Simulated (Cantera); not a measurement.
An adiabatic, constant-volume homogeneous reactor starts with 16.2 % H2, 17.6 % O2, 66.2 % N2, equivalence ratio 0.46, at 1175 K and 1.01 bar.

Cantera simulation using the H2/O2 subset of GRI-Mech 3.0, which has no nitrogen chemistry; the numbers are that mechanism's predictions, not measurements.

### Question
Predict: time of steepest temperature rise; temperature at 0.600 s; equilibrium temperature; x(H2) at 0.600 s; x(O2) at 0.600 s; x(OH) at 0.600 s; x(H) at 0.600 s; x(O) at 0.600 s.

### Answer
```
Property                                                              Result
---------------------------------  -----------------------------------------
time of steepest temperature rise                                    54.4 µs
temperature at 0.600 s                                                2491 K
equilibrium temperature                                               2491 K
x(H2) at 0.600 s                     0.00214 (gas-phase equilibrium 0.00214)
x(O2) at 0.600 s                       0.0997 (gas-phase equilibrium 0.0997)
x(OH) at 0.600 s                       0.0127 (gas-phase equilibrium 0.0127)
x(H) at 0.600 s                    0.000799 (gas-phase equilibrium 0.000799)
x(O) at 0.600 s                      0.00312 (gas-phase equilibrium 0.00312)
```
